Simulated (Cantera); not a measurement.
A closed system holds: 1 mol SO₂, 0.96 mol H₂O, at 10.0 mbar.

These are equilibrium values from Cantera (NASA tables, ideal gas, pure condensed phases), not measurements of a reactor. Candidate condensed phases: H₂O, H₂SO₄, S; 19 gas species. The numbers say what is thermodynamically allowed, not how fast it happens.

Problem. At 2723 K, list the 4 most abundant gas species with their mole fractions, and the condensed phases.

Solution. SO₂ 0.200, H 0.168, H₂O 0.133, SO 0.126. Condensed: gas only.
